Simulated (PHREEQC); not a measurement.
0.16 g of hydrous ferric oxide (600 m²/g; 0.2 weak and 0.005 strong sites per Fe, Dzombak-Morel constants, diffuse double layer) in 1 kg of water with 0.3 mol/kgw of an inert sodium salt and 3.1e-05 mol CaCl2, at 25 °C; the pH is set by adding NaOH or the inert anion's acid. Oxygen alone is held at its pressure in air (log pO2 = -0.68). No CO2 enters from the air. No solid was allowed to form.

The series has 17 steps of pH, from 3 to 11.

Model: ion-association model, wateq4f.dat, run in PHREEQC.

Q: Near which pH is half of the Ca sorbed, and on which side is more sorbed?

A: Near pH 9.1, with more sorbed at higher pH.

The oxide is taken as insoluble; below pH 4 it would dissolve.
